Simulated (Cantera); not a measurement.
Mixture: CH4 : O2 : N2 : H2O = 1 : 4.26 : 16 : 4.4 (molar parts), at 19.0 bar, adiabatic and at constant volume. Ignition delay is the time to a rise of 400 K.

Detailed kinetics in Cantera: GRI-Mech 3.0 (53 species, 325 reactions). The pressure lies above the range GRI-Mech 3.0 was tuned for (to about 10 atm).

Problem. Predict: delay at 1023 K; delay at 1123 K; delay at 1223 K; delay at 1323 K; delay at 1423 K; apparent activation energy between 1373 and 1473 K.

Solution. 
```
Property                                                Result
--------------------------------------------------  ----------
delay at 1023 K                                        28.6 ms
delay at 1123 K                                        5.89 ms
delay at 1223 K                                        1.59 ms
delay at 1323 K                                       0.519 ms
delay at 1423 K                                       0.193 ms
apparent activation energy between 1373 and 1473 K  160 kJ/mol
```
